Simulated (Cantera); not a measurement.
Charge: 1 mol PbO, a varied amount of C, 0.089 mol CO, equilibrated at 1900 K and 790000 Pa.

Equilibrium computed with Cantera from the NASA thermochemical tables; the gas is ideal and each condensed phase is pure. Candidate condensed phases: C, Pb, PbO, PbO2, Pb3O4; 15 gas species. Gases not in the tables: (PbO)n polymers. The numbers say what is thermodynamically allowed, not how fast it happens.

### Question
Which condensed phases are stable at each of these points (n(C) (mol)): 0.96, 1.4, 1.8, 2.3, 2.7, 3.1, 3.6, 4, 4.4, 4.9, 5.3?

### Answer
| n(C) (mol) | condensed phases | Pb condensed (%) |
|---|---|---|
| 0.96 | Pb(l) | 92.8 |
| 1.4 | C(graphite) + Pb(l) | 92.5 |
| 1.8 | C(graphite) + Pb(l) | 92.5 |
| 2.3 | C(graphite) + Pb(l) | 92.5 |
| 2.7 | C(graphite) + Pb(l) | 92.5 |
| 3.1 | C(graphite) + Pb(l) | 92.5 |
| 3.6 | C(graphite) + Pb(l) | 92.5 |
| 4 | C(graphite) + Pb(l) | 92.5 |
| 4.4 | C(graphite) + Pb(l) | 92.5 |
| 4.9 | C(graphite) + Pb(l) | 92.5 |
| 5.3 | C(graphite) + Pb(l) | 92.5 |

At 0.96 mol C the condensed part is Pb(l). From 1.4 mol C to 5.3 mol C the condensed part is C(graphite) + Pb(l).
